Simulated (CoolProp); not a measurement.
A single-stage vapour-compression cycle with cyclopentane: evaporating at 296.15 K (dew point), condensing at 337.15 K (bubble point), superheat 8 K, subcooling 5 K, compressor efficiency 0.6, no pressure losses. Each further row changes one setting.

Model: reference Helmholtz-energy equation of state, Gedanitz 2015, in CoolProp.

| case | cooling COP | pressure ratio | discharge temperature (K) | refrigerating effect (kJ/kg) | volumetric capacity (kJ/m³) |
|---|---|---|---|---|---|
| as stated | 3.96 | 4.11 | 370.3 | 350 | 385 |
| evaporating temperature 301.15 K | 4.65 | 3.37 | 366.4 | 355 | 470 |
| condensing temperature 332.15 K | 4.58 | 3.53 | 363.5 | 359 | 396 |
| subcooling 10 K | 4.07 | 4.11 | 370.3 | 359 | 396 |
| superheat 18 K | 3.97 | 4.11 | 380.0 | 362 | 386 |
| compressor efficiency 0.5 | 3.30 | 4.11 | 381.4 | 350 | 385 |
